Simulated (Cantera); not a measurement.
**Ignition delay**

Mixture: 4.91 % CH₄, 15.1 % O₂, 80.0 % N₂, equivalence ratio 0.65, at 5.92 atm, adiabatic and at constant pressure. Ignition delay is the time to a rise of 400 K.

Computed with Cantera and GRI-Mech 3.0 (53 species, 325 reactions).

| T0 (K) | delay (ms) |
|---|---|
| 1125 | 24.6 |
| 1225 | 6.68 |
| 1325 | 2.05 |
| 1425 | 0.698 |
| 1525 | 0.260 |
| 1625 | 0.107 |
| 1725 | 0.0488 |
| 1825 | 0.0247 |

The apparent activation energy between 1625 and 1825 K is 180 kJ/mol.
